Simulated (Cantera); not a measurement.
Charge: 1 mol B2O3, 44 mol HF, 0.24 mol H2, at 1427 °C and 0.000170 bar.

Equilibrium computed with Cantera from the NASA thermochemical tables; the gas is ideal and each condensed phase is pure. Candidate condensed phases: B, B2O3, B3O3H3, H2O; 43 gas species. Equilibrium is a limit: real reactors are often held back by kinetics, nucleation or transport.

Base state: HF 0.928, BOF 0.0435, H2O 0.0217, H2 0.00511, H 0.000807, HBO2 0.000377, BF3 0.000294, OH 0.000178 (mole fractions); condensed: gas only.

Task: What changes in the equilibrium state with this change: pressure from 0.000170 bar to 0.00220 bar?

Result: 
```csv
species,before,after
HF,0.928,0.925
BOF,0.0435,0.0408
H2O,0.0217,0.0248
BF3,0.000294,0.00311
O,2.25e-5,1.93e-6
O2,4.30e-5,4.10e-6
F,1.44e-5,3.94e-6
H,0.000807,0.000228
```
